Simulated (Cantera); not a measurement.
# Ignition delay

Mixture: CH₄ : H₂ : O₂ : N₂ = 1 : 0.062 : 2.26 : 8.49 (molar parts), equivalence ratio 0.90, at 1200000 Pa, adiabatic and at constant pressure. Ignition delay is the time to a rise of 400 K.

Model: GRI-Mech 3.0 (53 species, 325 reactions), integrated in Cantera. The pressure lies above the range GRI-Mech 3.0 was tuned for (to about 10 atm).

| T0 (K) | delay (ms) |
|---|---|
| 1225 | 1.35 |
| 1300 | 0.674 |
| 1375 | 0.341 |
| 1450 | 0.176 |
| 1525 | 0.0927 |
| 1600 | 0.0504 |
| 1675 | 0.0285 |
| 1750 | 0.0167 |

| Quantity | Result |
|---|---|
| apparent activation energy between 1600 and 1750 K | 170 kJ/mol |
